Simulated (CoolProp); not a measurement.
Properties of carbon monoxide along the isobar 17800 kPa (Tc = -140.3 °C, pc = 3498 kPa, ω = 0.050).

Model: reference Helmholtz-energy equation of state, Lemmon 2006, in CoolProp. It is a short technical equation, of lower accuracy than the large ones.

```tsv
T (°C)	phase	density (kg/m³)	speed of sound (m/s)	expansivity (1/kK)
-199.25	liquid	856.4	1059	4.034
-174.65	liquid	769.2	872.9	4.775
-150.05	liquid	674.1	699.4	6.056
-125.45	supercritical	568.2	549.4	7.903
-100.85	supercritical	458.2	444.7	9.362
-76.25	supercritical	364.7	396.6	8.860
-51.65	supercritical	298.8	385.6	7.329
-27.05	supercritical	253.9	389.9	5.977
-2.45	supercritical	222.0	399.8	4.987
22.15	supercritical	198.2	411.7	4.270
46.75	supercritical	179.6	424.1	3.737
71.25	supercritical	164.8	436.4	3.330
95.85	supercritical	152.5	448.6	3.007
```
